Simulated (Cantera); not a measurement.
Feed: 1 mol Al2O3, 45 mol HCl, 2.1 mol N2, at 1150 °C and 1.33 mbar.

Cantera equilibrium calculation (NASA polynomials, part measured and part estimated; ideal gas, pure solids and liquids). Candidate condensed phases: Al, AlCl3, AlN, Al2O3, H2O, NH4Cl; 45 gas species. Equilibrium is a limit: real reactors are often held back by kinetics, nucleation or transport.

Base state: HCl 0.948, N2 0.0445, Cl 0.00342, H2 0.00172, H2O 0.00124, AlCl3 0.000826, Cl2 1.36e-5 (mole fractions); condensed: Al2O3(s).

Problem. What changes in the equilibrium state with this change: temperature from 1150 °C to 1502 °C?

Solution. 
```csv
species,before,after
HCl,0.948,0.891
N2,0.0445,0.0437
Cl,0.00342,0.0394
H2,0.00172,0.0190
AlCl3,0.000826,0.00194
AlCl,1.00e-8,7.99e-5
AlOCl,2.86e-8,2.88e-5
AlCl2,8.85e-7,0.000218
"Al2O3(s), mol",0.980,0.945
```
The tables' values for AlCl2 are old estimates; treat these amounts as uncertain.

Problem. What changes in the equilibrium state with this change: pressure from 1.33 mbar to 0.100 bar?

Solution. 
| species | before | after |
|---|---|---|
| HCl | 0.948 | 0.949 |
| N2 | 0.0445 | 0.0446 |
| H2O | 0.00124 | 0.00295 |
| Cl | 0.00342 | 0.000779 |
| H2 | 0.00172 | 0.000442 |
| AlCl3 | 0.000826 | 0.00196 |
| Cl2 | 1.36e-5 | 5.28e-5 |
| Al2O3(s), mol | 0.980 | 0.954 |
